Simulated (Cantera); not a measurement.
A closed system holds: 1 mol SiO2, 12 mol CO, equilibrated at 1.10 mbar.

Method: chemical equilibrium by Gibbs-energy minimisation in Cantera with the NASA 1993 tables (ideal gas, pure condensed phases). Candidate condensed phases: C, Si, SiC, SiO2; 20 gas species. The tables hold silica as quartz up to 1696 K and as liquid above; real silica turns to tridymite and cristobalite and melts near 1996 K. Kinetics and transport are ignored.

log p: log10 of the partial pressure in bar; n: condensed amount in mol.

```json
[
 {"T (K)": "923", "log p CO": "-2.96", "log p SiO": "<-14", "log p CO2": "-5.42", "log p SiO2": "<-14", "log p O": "<-14", "n C(graphite)": "0.0412", "n SiO2(β-quartz)": "1.00", "n SiO2(condensed)": "0"},
 {"T (K)": "998", "log p CO": "-2.96", "log p SiO": "<-14", "log p CO2": "…", "log p SiO2": "<-14", "log p O": "<-14", "n C(graphite)": "…", "n SiO2(β-quartz)": "1.00", "n SiO2(condensed)": "0"},
 {"T (K)": "1073", "log p CO": "-2.96", "log p SiO": "-12.49", "log p CO2": "-6.77", "log p SiO2": "<-14", "log p O": "<-14", "n C(graphite)": "0.00186", "n SiO2(β-quartz)": "1.00", "n SiO2(condensed)": "0"},
 {"T (K)": "1148", "log p CO": "-2.96", "log p SiO": "-10.31", "log p CO2": "-7.31", "log p SiO2": "<-14", "log p O": "<-14", "n C(graphite)": "0", "n SiO2(β-quartz)": "1.000", "n SiO2(condensed)": "0"},
 {"T (K)": "1223", "log p CO": "-2.96", "log p SiO": "…", "log p CO2": "…", "log p SiO2": "<-14", "log p O": "<-14", "n C(graphite)": "0", "n SiO2(β-quartz)": "1.000", "n SiO2(condensed)": "0"},
 {"T (K)": "1298", "log p CO": "-2.96", "log p SiO": "-7.46", "log p CO2": "-7.46", "log p SiO2": "-14.88", "log p O": "<-14", "n C(graphite)": "0", "n SiO2(β-quartz)": "1.000", "n SiO2(condensed)": "0"},
 {"T (K)": "1373", "log p CO": "-2.96", "log p SiO": "-6.89", "log p CO2": "-6.89", "log p SiO2": "-13.58", "log p O": "<-14", "n C(graphite)": "0", "n SiO2(β-quartz)": "0.999", "n SiO2(condensed)": "0"},
 {"T (K)": "1448", "log p CO": "-2.96", "log p SiO": "-6.39", "log p CO2": "-6.39", "log p SiO2": "-12.41", "log p O": "-14.80", "n C(graphite)": "0", "n SiO2(β-quartz)": "0.996", "n SiO2(condensed)": "0"},
 {"T (K)": "1523", "log p CO": "-2.96", "log p SiO": "-5.93", "log p CO2": "-5.93", "log p SiO2": "-11.36", "log p O": "-13.40", "n C(graphite)": "0", "n SiO2(β-quartz)": "0.987", "n SiO2(condensed)": "0"},
 {"T (K)": "1598", "log p CO": "-2.96", "log p SiO": "-5.53", "log p CO2": "-5.53", "log p SiO2": "-10.41", "log p O": "-12.13", "n C(graphite)": "0", "n SiO2(β-quartz)": "0.967", "n SiO2(condensed)": "0"},
 {"T (K)": "1673", "log p CO": "-2.96", "log p SiO": "-5.15", "log p CO2": "-5.15", "log p SiO2": "-9.54", "log p O": "-10.97", "n C(graphite)": "0", "n SiO2(β-quartz)": "0.923", "n SiO2(condensed)": "0"},
 {"T (K)": "1748", "log p CO": "-2.97", "log p SiO": "-4.82", "log p CO2": "-4.82", "log p SiO2": "-8.76", "log p O": "-9.91", "n C(graphite)": "0", "n SiO2(β-quartz)": "0", "n SiO2(condensed)": "0.833"},
 {"T (K)": "1823", "log p CO": "-2.98", "log p SiO": "-4.52", "log p CO2": "-4.52", "log p SiO2": "-8.05", "log p O": "-8.94", "n C(graphite)": "0", "n SiO2(β-quartz)": "0", "n SiO2(condensed)": "0.662"}
]
```

Problem. What belongs in the gaps?

Solution. 
- 1223, log p SiO: -8.40
- 1223, log p CO2: -7.78
- 998, log p CO2: -6.15
- 998, n C(graphite): 0.00779
